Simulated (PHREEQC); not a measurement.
Consider water at 25 °C and 10 atm with 0.05 mol HCl, 0.000525 mol CaCl2 and 0.056 mol CuCl2 per kg of water. Closed to the air; pH follows from the charge balance.

Model: ion-association model, phreeqc.dat, run in PHREEQC.

Precipitation was switched off in this run.

Question: Estimate the pH, density, ionic strength.

Answer: pH 1.40; density 1.005 g/cm³; ionic strength 0.205 mol/kgw.

Question: In which forms is Cu present?

Answer: Cu+2 88 %, CuCl+ 12 % of the Cu.

Complexes and solids missing from the database can't appear.
